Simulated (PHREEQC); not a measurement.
Solution (20 °C and 100 atm): 0.0042 mol/kgw Na2S and 0.014 mol/kgw NaHCO3. Closed to the air; pH follows from the charge balance.

Model: ion-association model, phreeqc.dat, run in PHREEQC.

Each row changes one thing in this solution. Precipitation was switched off in this run.

| case | pH | ionic strength (mol/kgw) | Na+ (mol/kgw) | HCO3- (mol/kgw) | CO3-2 (mol/kgw) | NaCO3- (mol/kgw) |
|---|---|---|---|---|---|---|
| as made | 9.70 | 0.0252 | 0.0217 | 0.00973 | 0.00355 | 0.000613 |
| diluted 10-fold with water | ? | 0.00259 | 0.00223 | 0.00103 | 0.000362 | 9.14e-6 |
| NaHCO3 from 0.014 to 0.07 mol/kgw | ? | 0.0782 | 0.0751 | 0.0634 | 0.00308 | 0.00138 |
| Na2S replaced by Na3PO4 at the same molality | 9.67 | 0.0333 | 0.0257 | 0.00973 | 0.00348 | 0.000668 |
| 0.002 mol/kgw HF added | ? | 0.0238 | 0.0219 | 0.0117 | 0.00187 | 0.000331 |
| NaHCO3 from 0.014 to 0.0154 mol/kgw | ? | 0.0266 | 0.0230 | 0.0111 | 0.00353 | 0.000640 |
| Na2S from 0.0042 to 0.00462 mol/kgw | ? | 0.0263 | 0.0225 | 0.00932 | 0.00389 | 0.000688 |

Q: Fill in the missing entries.

A: 
- diluted 10-fold with water, pH: 9.80
- NaHCO3 from 0.014 to 0.07 mol/kgw, pH: 8.73
- 0.002 mol/kgw HF added, pH: 9.35
- NaHCO3 from 0.014 to 0.0154 mol/kgw, pH: 9.63
- Na2S from 0.0042 to 0.00462 mol/kgw, pH: 9.75

Species that the database lacks are ignored. Under pressure, the constants of complexes without a molar volume in the database are unreliable.
